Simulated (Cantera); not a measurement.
Standard-state values (1 bar) from the NASA 1993 polynomials, evaluated with Cantera. Values are per mole of reaction as written; species without (g) are pure solids or liquids, kept so even where they would boil at 1 bar.

**Question.** Between 300 and 923 K, where is each reaction favourable under standard conditions?
- S + 2 F₂(g) ⇌ SF₄(g)
- SF₆(g) ⇌ S + 3 F₂(g)

**Answer.** 
- S + 2 F₂(g) ⇌ SF₄(g): ΔG° is -722 kJ at 300 K and -629 kJ at 923 K; it stays negative (K > 1). ΔH° is -770 kJ and ΔS° -153 J/K at 923 K.
- SF₆(g) ⇌ S + 3 F₂(g): ΔG° is 1116 kJ at 300 K and 891 kJ at 923 K; it stays positive (K < 1). ΔH° is 1226 kJ and ΔS° 363 J/K at 923 K.
